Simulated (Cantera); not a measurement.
Ignition delay

Mixture: 11.2 % CO, 8.82 % H₂, 16.1 % O₂, 60.6 % N₂, 3.35 % H₂O, equivalence ratio 0.62, at 180000 Pa, adiabatic and at constant volume. Ignition delay is the time to a rise of 400 K.

Model: GRI-Mech 3.0 (53 species, 325 reactions), integrated in Cantera. Below about 950 K walls govern HO2 and H2O2 in real vessels. Where the delays flatten at high temperature, the 400 K rule measures the pace of heat release, not the induction time.

```json
[
 {"T0 (K)": "900", "delay (ms)": "128"},
 {"T0 (K)": "1000", "delay (ms)": "2.83"},
 {"T0 (K)": "1100", "delay (ms)": "0.103"},
 {"T0 (K)": "1200", "delay (ms)": "0.0402"},
 {"T0 (K)": "1300", "delay (ms)": "0.0241"},
 {"T0 (K)": "1400", "delay (ms)": "0.0173"},
 {"T0 (K)": "1500", "delay (ms)": "0.0139"},
 {"T0 (K)": "1600", "delay (ms)": "0.0122"},
 {"T0 (K)": "1700", "delay (ms)": "0.0115"},
 {"T0 (K)": "1800", "delay (ms)": "0.0114"}
]
```
